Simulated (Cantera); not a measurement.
An isothermal, constant-pressure homogeneous reactor starts with 11.8 % NO, 88.2 % N2, at 1600 K and 0.470 bar.

Model: GRI-Mech 3.0 (53 species, 325 reactions), integrated in Cantera.

x: mole fraction; the columns are a selection and need not sum to one.

```
t (s)       x NO     x NO2   x N2       x O      x O2     x N2O
--------  ------  --------  -----  --------  --------  --------
1.00e-6    0.118    <1e-12  0.882  2.00e-10    <1e-12  2.00e-10
4.38e-6    0.118  9.07e-12  0.882  8.69e-10    <1e-12  8.78e-10
1.92e-5    0.118  1.69e-10  0.882   3.68e-9    <1e-12   3.85e-9
8.41e-5    0.118       ___  0.882   1.39e-8  4.71e-12   1.68e-8
0.000368   0.118       ___  0.882   3.58e-8  6.50e-11   7.33e-8
0.00161    0.118       ___  0.882   5.19e-8  6.37e-10   3.13e-7
0.00707    0.118       ___  0.882   9.57e-8   9.27e-9   1.23e-6
0.0310     0.118       ___  0.882   2.99e-7   4.10e-7   3.54e-6
0.136      0.118   2.00e-5  0.882   6.46e-7   1.49e-5   4.93e-6
0.595      0.117   2.15e-5  0.882   6.93e-7  0.000108   4.93e-6
2.60       0.117       ___  0.883   8.16e-7  0.000515   4.86e-6
11.4       0.113       ___  0.885   1.21e-6   0.00225   4.57e-6
50.0      0.0996       ___  0.891   2.12e-6   0.00897   3.54e-6
```

Some entries are withheld; supply them.


- 8.41e-5, x NO2: 2.94e-9
- 0.000368, x NO2: 3.86e-8
- 0.00161, x NO2: 2.82e-7
- 0.00707, x NO2: 1.49e-6
- 0.0310, x NO2: 7.83e-6
- 2.60, x NO2: 2.55e-5
- 11.4, x NO2: 3.72e-5
- 50.0, x NO2: 5.85e-5
